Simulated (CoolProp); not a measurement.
Properties of n-butane along the isobar 101 kPa (Tc = 425.1 K, pc = 3796 kPa, ω = 0.201).

Values from CoolProp's reference Helmholtz-energy equation of state, Bücker 2006.

```tsv
T (K)	phase	density (kg/m³)	viscosity (µPa s)	Prandtl number
286.8	gas	2.549	7.12	0.778
311.2	gas	2.329	7.73	0.771
335.6	gas	2.147	8.34	0.766
360	gas	1.993	8.93	0.762
384.4	gas	1.860	9.52	0.758
408.8	gas	1.745	10.1	0.754
433.2	gas	1.644	10.7	0.749
457.6	gas	1.554	11.3	0.743
```

Viscosity comes from a separate model (Vogel 1999). Thermal conductivity comes from a separate model (Perkins 2002).
